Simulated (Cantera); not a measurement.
Feed: 1 mol BCl3, 19 mol NH3, 9.6 mol H2, held at 1675 °C and 0.350 bar.

Method: chemical equilibrium by Gibbs-energy minimisation in Cantera with the NASA 1993 tables (ideal gas, pure condensed phases). Candidate condensed phases: B, BN, NH4Cl; 21 gas species. The tables' values for BCl are old estimates; treat these amounts as uncertain. Equilibrium is a limit: real reactors are often held back by kinetics, nucleation or transport.

Base state: H2 0.752, N2 0.185, HCl 0.0615, H 0.00166, Cl 0.000102, BCl 5.39e-5 (mole fractions); condensed: BN(s).

Problem. What changes in the equilibrium state with this change: NH3 from 19 to 0.95 mol?

Solution. 
```tsv
species	before	after
H2	0.752	0.763
HCl	0.0615	0.228
BCl	5.39e-5	0.00288
N2	0.185	0.000882
BCl3	2.33e-6	0.00169
BCl2	5.38e-6	0.00106
BH2	7.41e-6	0.000109
BN(s), mol	0.997	0.928
```
The tables' values for BCl, BCl2, BH2 are old estimates; treat these amounts as uncertain. Gases not in the tables: BHCl2.

Problem. What changes in the equilibrium state with this change: BCl3 replaced by B2O3?

Solution. 
```csv
species,before,after
H2,0.752,0.765
N2,0.185,0.195
HBO,0,0.0157
HCl,0.0615,0
HBO2,0,0.0124
B2O3,0,0.00529
H2O,0,0.00281
B2O2,0,0.000944
BO,0,0.000522
"BN(s), mol",0.997,0
```
Further candidate phases: B2O3, B3O3H3, H2O.

Problem. What changes in the equilibrium state with this change: pressure from 0.350 bar to 0.100 bar?

Solution. 
```tsv
species	before	after
H2	0.752	0.750
N2	0.185	0.185
HCl	0.0615	0.0612
H	0.00166	0.00310
BCl	5.39e-5	0.000188
BH2	7.41e-6	1.38e-5
Cl	0.000102	0.000189
BCl2	5.38e-6	1.00e-5
BN(s), mol	0.997	0.990
```
The tables' values for BCl, BH2, BCl2 are old estimates; treat these amounts as uncertain.
